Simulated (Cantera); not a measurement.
What does this Cantera script print?

```python
import numpy as np
import cantera as ct

gas_names = """
    N NO NO2 NO3 N2 N2O O O2 O3 Pb PbO Pb2
""".split()
cond_names = """
    Pb(cr) Pb(L) PbO(rd) PbO(yw) PbO(L) PbO2(s) Pb3O4(s)
""".split()


def load(file, names, dense=False):
    # The tables refer to 1 bar. Condensed volumes are neglected.
    table = {s.name: s for s in ct.Species.list_from_file(file)}
    out = []
    for n in names:
        d = dict(table[n].input_data)
        d["thermo"] = dict(d["thermo"], **{"reference-pressure": 1e5})
        if dense:
            d["equation-of-state"] = {"model": "constant-volume", "density": "1e6 g/cm^3"}
        out.append(ct.Species.from_dict(d))
    return out


gas = ct.Solution(thermo="ideal-gas", species=load("nasa_gas.yaml", gas_names))
cond = {s.name: ct.Solution(thermo="fixed-stoichiometry", species=[s], name=s.name)
        for s in load("nasa_condensed.yaml", cond_names, dense=True)}
atoms = {
    'PbO': {'Pb': 1, 'O': 1},
    'N2': {'N': 2},
}
top_T = {'Pb3O4(s)': 820}  # K; cautious upper limits of use, not melting points


def equilibrate(T, P, feed):
    n = {}
    for name, mol in feed.items():
        for a, k in atoms[name].items():
            n[a] = n.get(a, 0.0) + k * mol
    gas.TPX = T, P, n
    mass = sum(n.values()) * gas.mean_molecular_weight
    gas.equilibrate("TP")
    valid = [c for c in cond.values() if c.min_temp <= T <= top_T.get(c.name, c.max_temp)]
    mix = ct.Mixture([(gas, mass / gas.mean_molecular_weight)] + [(c, 0.0) for c in valid])
    mix.T, mix.P = T, P
    mix.equilibrate("TP", solver="vcs", rtol=1e-11, max_steps=5000)
    return mix


results = []
feed = {'PbO': 1, 'N2': 3.3}  # mol
T = 475  # K
P = 3500  # Pa
mix = equilibrate(T, P, feed)
results.append((T, P, feed, dict(zip(mix.species_names, mix.species_moles))))
print(gas.report(threshold=1e-05))
for i in range(1, mix.n_phases):
    print(f"{mix.phase(i).name:16s} {mix.phase_moles(i):12.5e} mol")
```

Result:

```
       temperature   475 K
          pressure   3500 Pa
           density   0.024826 kg/m^3
  mean mol. weight   28.014 kg/kmol
   phase of matter   gas

                          1 kg             1 kmol
                     ---------------   ---------------
          enthalpy        1.8476e+05        5.1759e+06  J
   internal energy             43781        1.2265e+06  J
           entropy              8321        2.3311e+05  J/K
    Gibbs function       -3.7677e+06       -1.0555e+08  J
 heat capacity c_p            1053.1             29500  J/K
 heat capacity c_v            756.25             21186  J/K

                      mass frac. Y      mole frac. X     chem. pot. / RT
                     ---------------   ---------------   ---------------
                N2                 1                 1           -26.726
     [  +11 minor]        4.0181e-14        5.4326e-15

Pb(cr)            2.18180e-14 mol
PbO(rd)           1.00000e+00 mol
PbO2(s)           0.00000e+00 mol
Pb3O4(s)          0.00000e+00 mol
```

Cantera equilibrium calculation (NASA polynomials, part measured and part estimated; ideal gas, pure solids and liquids).
